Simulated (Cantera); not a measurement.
A Cantera script and what it prints.

```python
import numpy as np
import cantera as ct

gas_names = """
    C CN C2 CCN CNC C2N2 C3 C4 C4N2 C5 N N2 Si SiC SiC2 SiN Si2 Si2C Si2N Si3
""".split()
cond_names = """
    C(gr) Si(cr) Si(L) SiC(b) Si3N4(a)
""".split()


# ... load() reads the species with a 1 bar reference pressure and builds the phases ...
atoms = {
    'SiC': {'Si': 1, 'C': 1},
    'C': {'C': 1},
    'N2': {'N': 2},
}
top_T = {'C(gr)': 4500, 'SiC(b)': 3050, 'Si3N4(a)': 2400}  # K; cautious upper limits of use, not melting points


# ... equilibrate(T, P, feed) seeds the gas with the atoms and calls Mixture.equilibrate('TP', solver="gibbs", rtol=1e-10, max_steps=50000) ...
results = []
feed = {'SiC': 1, 'C': 0.035, 'N2': 5.3}  # mol
P = 2200  # Pa
for T in [2273, 2323, 2373, 2423, 2473, 2523, 2573, 2623, 2673, 2723]:
    mix = equilibrate(T, P, feed)
    results.append((T, P, feed, dict(zip(mix.species_names, mix.species_moles))))

top = {s: max(r[3][s] / sum(r[3][g] for g in gas_names) for r in results) for s in gas_names}
cols = sorted((s for s in top if top[s] > 0.0001), key=lambda s: -top[s])[:7]
seen = [c for c in cond_names if any(r[3].get(c, 0) > 1e-12 for r in results)]
print("log10 of partial pressures in bar; condensed amounts in mol")
print(f"{'T/K':>10s}" + "".join(f"{s[:9]:>10s}" for s in cols + seen))
for T, P, feed, n in results:
    ng = sum(n[g] for g in gas_names)
    print(f"{T:10.4g}" + "".join(f"{np.log10(max(n[s] / ng * P / 1e5, 1e-99)):10.3f}" for s in cols)
          + "".join(f"{n.get(c, 0):10.4g}" for c in seen))
```

It prints:

```
log10 of partial pressures in bar; condensed amounts in mol
       T/K        N2        Si      SiC2      Si2C        CN       SiN       Si2     C(gr)    SiC(b)
      2273    -1.660    -4.012    -4.913    -5.139    -5.719    -5.675    -6.623   0.05749    0.9692
      2323    -1.662    -3.758    -4.584    -4.818    -5.506    -5.461    -6.271   0.07514    0.9424
      2373    -1.666    -3.516    -4.270    -4.511    -5.303    -5.258    -5.933     0.105    0.8945
      2423    -1.672    -3.283    -3.969    -4.217    -5.110    -5.064    -5.610    0.1546    0.8093
      2473    -1.683    -3.061    -3.681    -3.936    -4.927    -4.881    -5.300    0.2365    0.6585
      2523    -1.701    -2.847    -3.404    -3.666    -4.755    -4.709    -5.003    0.3727    0.3888
      2573    -1.726    -2.673    -3.171    -3.470    -4.594    -4.580    -4.781     0.549         0
      2623    -1.728    -2.663    -3.103    -3.595    -4.428    -4.600    -4.881    0.5007         0
      2673    -1.730    -2.659    -3.044    -3.729    -4.269    -4.627    -4.990    0.4446         0
      2723    -1.732    -2.662    -2.994    -3.870    -4.115    -4.658    -5.107    0.3808         0
```

These are equilibrium values from Cantera (NASA tables, ideal gas, pure condensed phases), not measurements of a reactor. The tables' values for SiN are old estimates; treat these amounts as uncertain.
